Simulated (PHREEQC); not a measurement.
Make-up at 20 °C: 19 mmol/kgw HF, 21 mmol/kgw KF and 0.56 mmol/kgw H2SiF6. Closed to the air; pH follows from the charge balance.

Computed with PHREEQC (ion-association model, wateq4f.dat).

Precipitation was switched off in this run.

### Question
Order these F species by the share of F that they hold, largest first: F-, H2F2, HF2-, SiF6-2, HF.

### Answer
F- (45 %), HF (38 %), SiF6-2 (7.7 %), HF2- (5.5 %), H2F2 (3.9 %)

The pH is 3.15 and the ionic strength 0.0224 mol/kgw. SiF6-2 is the database's only silicon fluoride.
